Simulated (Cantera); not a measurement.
What does this Cantera script print?

```python
import numpy as np
import cantera as ct

gas = ct.Solution("gri30.yaml")


def delay(T, t_max=10):
    gas.TPX = T, 101325, {'H2': 1, 'O2': 0.455, 'N2': 2.41}
    reactor = ct.IdealGasConstPressureReactor(gas, clone=False)
    net = ct.ReactorNet([reactor])
    net.rtol, net.atol = 1e-8, 1e-16
    while net.time < t_max:
        t_old, T_old = net.time, reactor.T
        net.step()
        if reactor.T > T + 400:  # ignition: a rise of 400 K
            return t_old + (T + 400 - T_old) / (reactor.T - T_old) * (net.time - t_old)
    return np.nan


taus = []
for T in [875, 975, 1075, 1175, 1275, 1375, 1475, 1575, 1675]:
    taus.append(delay(T))
    print(f"T0 = {T:6g} K   tau = {taus[-1]:.4e} s")
```

Output:

```
T0 =    875 K   tau = 7.6493e-01 s
T0 =    975 K   tau = 8.6154e-04 s
T0 =   1075 K   tau = 1.3760e-04 s
T0 =   1175 K   tau = 6.7582e-05 s
T0 =   1275 K   tau = 4.2482e-05 s
T0 =   1375 K   tau = 3.1131e-05 s
T0 =   1475 K   tau = 2.5757e-05 s
T0 =   1575 K   tau = 2.3531e-05 s
T0 =   1675 K   tau = 2.3212e-05 s
```

Detailed kinetics in Cantera: GRI-Mech 3.0 (53 species, 325 reactions). Below about 950 K walls govern HO2 and H2O2 in real vessels. Where the delays flatten at high temperature, the 400 K rule measures the pace of heat release, not the induction time.
